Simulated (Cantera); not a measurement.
Cantera run:

```python
import numpy as np
import cantera as ct

gas_names = """
    C CH CH2 CH3 CH4 C2 C2H C2H2,acetylene C2H2,vinylidene C2H3,vinyl C2H4 C2H5 C2H6 C3 C3H3,propargyl
    C3H4,allene C3H4,propyne C3H4,cyclo- C3H5,allyl C3H6,propylene C3H6,cyclo- C3H7,n-propyl
    C3H7,i-propyl C3H8 C4 C4H2 C4H4,1,3-cyclo- C4H6,butadiene C4H6,2-butyne C4H6,cyclo- C4H8,1-butene
    C4H8,cis2-buten C4H8,tr2-butene C4H8,isobutene C4H8,cyclo- C4H9,n-butyl C4H9,i-butyl C4H9,s-butyl
    C4H9,t-butyl C4H10,isobutane C4H10,n-butane C5 C5H6,1,3cyclo- C5H8,cyclo- C5H10,1-pentene
    C5H10,cyclo- C5H11,pentyl C5H11,t-pentyl C5H12,n-pentane C5H12,i-pentane CH3C(CH3)2CH3 C6H2
    C6H5,phenyl C6H6 C6H10,cyclo- C6H12,1-hexene C6H12,cyclo- C6H13,n-hexyl C7H7,benzyl C7H8
    C7H14,1-heptene C7H15,n-heptyl C7H16,n-heptane C8H8,styrene C8H10,ethylbenz C8H16,1-octene
    C8H17,n-octyl C8H18,isooctane C8H18,n-octane C9H19,n-nonyl C10H8,naphthale C10H21,n-decyl
    C12H9,o-bipheny C12H10,bipheny H H2 Ti
""".split()
cond_names = """
    C(gr) C6H6(L) C7H8(L) C8H18(L),n-octa Ti(a) Ti(b) Ti(L) TiC(s) TiC(L)
""".split()


def load(file, names, dense=False):
    # The tables refer to 1 bar. Condensed volumes are neglected.
    table = {s.name: s for s in ct.Species.list_from_file(file)}
    out = []
    for n in names:
        d = dict(table[n].input_data)
        d["thermo"] = dict(d["thermo"], **{"reference-pressure": 1e5})
        if dense:
            d["equation-of-state"] = {"model": "constant-volume", "density": "1e6 g/cm^3"}
        out.append(ct.Species.from_dict(d))
    return out


gas = ct.Solution(thermo="ideal-gas", species=load("nasa_gas.yaml", gas_names))
cond = {s.name: ct.Solution(thermo="fixed-stoichiometry", species=[s], name=s.name)
        for s in load("nasa_condensed.yaml", cond_names, dense=True)}
atoms = {
    'TiC': {'Ti': 1, 'C': 1},
    'H2': {'H': 2},
}
top_T = {'C(gr)': 4500}  # K; cautious upper limits of use, not melting points


def equilibrate(T, P, feed):
    n = {}
    for name, mol in feed.items():
        for a, k in atoms[name].items():
            n[a] = n.get(a, 0.0) + k * mol
    gas.TPX = T, P, n
    mass = sum(n.values()) * gas.mean_molecular_weight
    gas.equilibrate("TP")
    valid = [c for c in cond.values() if c.min_temp <= T <= top_T.get(c.name, c.max_temp)]
    mix = ct.Mixture([(gas, mass / gas.mean_molecular_weight)] + [(c, 0.0) for c in valid])
    mix.T, mix.P = T, P
    mix.equilibrate("TP", solver="vcs", rtol=1e-11, max_steps=5000)
    return mix


results = []
feed = {'TiC': 1, 'H2': 0.48}  # mol
P = 1.8  # Pa
for T in [1573, 1723, 1873, 2023, 2173, 2323, 2473, 2623, 2773, 2923, 3073]:
    mix = equilibrate(T, P, feed)
    results.append((T, P, feed, dict(zip(mix.species_names, mix.species_moles))))
    x = sorted(zip(gas.X, gas.species_names), reverse=True)
    print(f"T = {T:g} K  P = {P:g} Pa  gas = {mix.phase_moles(0):.4g} mol")
    print("   x: " + "  ".join(f"{s} {v:.3e}" for v, s in x if v > 1e-06))
    print("   condensed (mol): " + ("  ".join(f"{mix.phase(i).name} {mix.phase_moles(i):.4g}"
          for i in range(1, mix.n_phases) if mix.phase_moles(i) > 1e-12) or "none"))
```

Result:

```
T = 1573 K  P = 1.8 Pa  gas = 0.4823 mol
   x: H2 9.905e-01  H 9.538e-03
   condensed (mol): TiC(s) 1
T = 1723 K  P = 1.8 Pa  gas = 0.4903 mol
   x: H2 9.579e-01  H 4.207e-02  Ti 1.061e-06
   condensed (mol): TiC(s) 1
T = 1873 K  P = 1.8 Pa  gas = 0.5164 mol
   x: H2 8.590e-01  H 1.410e-01  Ti 1.715e-05  C2H2,acetylene 8.546e-06
   condensed (mol): TiC(s) 1
T = 2023 K  P = 1.8 Pa  gas = 0.5849 mol
   x: H2 6.413e-01  H 3.585e-01  Ti 1.717e-04  C2H2,acetylene 8.408e-05  C 1.058e-06
   condensed (mol): TiC(s) 0.9999
T = 2173 K  P = 1.8 Pa  gas = 0.7182 mol
   x: H 6.608e-01  H2 3.375e-01  Ti 1.161e-03  C2H2,acetylene 4.677e-04  C 4.134e-05  C3 3.839e-05  C2H 2.939e-05  C2 4.210e-06
   condensed (mol): TiC(s) 0.9992
T = 2323 K  P = 1.8 Pa  gas = 0.869 mol
   x: H 8.724e-01  H2 1.155e-01  Ti 9.100e-03  C3 1.415e-03  C 6.731e-04  C2H2,acetylene 5.593e-04  C2H 2.021e-04  C2 1.262e-04  CH 1.850e-06  C5 1.840e-06  C4H2 1.110e-06
   condensed (mol): C(gr) 0.002076  TiC(s) 0.9921
T = 2473 K  P = 1.8 Pa  gas = 1.028 mol
   x: H 8.773e-01  Ti 6.784e-02  H2 2.786e-02  C3 1.806e-02  C 6.353e-03  C2 1.655e-03  C2H 5.733e-04  C2H2,acetylene 2.687e-04  C5 4.772e-05  C4 1.004e-05  CH 5.811e-06  C4H2 1.069e-06
   condensed (mol): C(gr) 0.002091  TiC(s) 0.9303
T = 2623 K  P = 1.8 Pa  gas = 2.362 mol
   x: Ti 4.234e-01  H 4.026e-01  C3 1.178e-01  C 4.092e-02  C2 1.257e-02  H2 1.644e-03  C2H 5.129e-04  C5 4.566e-04  C4 1.037e-04  C2H2,acetylene 2.277e-05  CH 6.443e-06
   condensed (mol): none
T = 2773 K  P = 1.8 Pa  gas = 2.491 mol
   x: Ti 4.015e-01  H 3.842e-01  C 1.101e-01  C3 8.338e-02  C2 1.999e-02  H2 4.808e-04  C2H 2.316e-04  C5 1.190e-04  C4 5.677e-05  CH 6.894e-06  C2H2,acetylene 2.403e-06
   condensed (mol): none
T = 2923 K  P = 1.8 Pa  gas = 2.713 mol
   x: Ti 3.686e-01  H 3.535e-01  C 2.220e-01  C3 3.487e-02  C2 2.086e-02  H2 1.465e-04  C2H 7.499e-05  C4 1.573e-05  C5 1.405e-05  CH 5.831e-06
   condensed (mol): none
T = 3073 K  P = 1.8 Pa  gas = 2.891 mol
   x: Ti 3.459e-01  H 3.319e-01  C 3.045e-01  C2 1.150e-02  C3 6.126e-03  H2 5.134e-05  C2H 1.456e-05  CH 3.696e-06  C4 1.394e-06
   condensed (mol): none
```

Equilibrium computed with Cantera from the NASA thermochemical tables; the gas is ideal and each condensed phase is pure. TiC: taken at fixed stoichiometry.
